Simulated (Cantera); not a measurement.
**Pyrogenic steam for wet oxidation**

An isothermal, constant-pressure homogeneous reactor starts with H2 : O2 : N2 = 1.1 : 1 : 1.3 (molar parts), equivalence ratio 0.55, at 925 K and 0.148 atm.

Cantera simulation using the H2/O2 subset of GRI-Mech 3.0, which has no nitrogen chemistry; the numbers are that mechanism's predictions, not measurements. Below about 950 K walls govern HO2 and H2O2 in real vessels. The temperature is held fixed by assumption; the heat of reaction is taken as removed at once.

```csv
t (s),x H2,x O2,x H2O2,x H2O,x O,x HO2
0.000500,0.324,0.294,8.29e-11,3.93e-7,3.77e-8,9.98e-8
0.00107,0.310,0.289,3.52e-7,0.0111,0.000813,4.04e-5
0.00229,0.0275,0.169,4.94e-6,0.353,0.000269,7.67e-5
0.00491,0.0176,0.165,1.28e-5,0.365,3.92e-5,6.63e-5
0.0105,0.0151,0.164,3.55e-5,0.368,5.59e-6,5.67e-5
0.0226,0.0145,0.164,6.95e-5,0.369,1.22e-6,4.12e-5
0.0483,0.0138,0.164,0.000108,0.369,1.33e-6,4.17e-5
0.103,0.0121,0.163,0.000149,0.371,1.33e-6,4.13e-5
0.222,0.00927,0.162,0.000155,0.375,1.13e-6,3.70e-5
0.475,0.00557,0.160,0.000114,0.379,7.97e-7,2.86e-5
1.02,0.00231,0.159,5.19e-5,0.383,4.20e-7,1.74e-5
2.18,0.000622,0.158,1.07e-5,0.385,1.16e-7,7.29e-6
4.67,0.000154,0.158,1.17e-6,0.386,1.59e-8,2.32e-6
10.0,4.73e-5,0.158,1.40e-7,0.386,2.15e-9,7.89e-7
```
x: mole fraction; the columns are a selection and need not sum to one.

Equilibrium at this temperature and pressure: H2 1.97e-11, O2 0.158, H2O2 5.93e-11, H2O 0.386, O 1.38e-11, HO2 2.51e-10 (gas phase only).
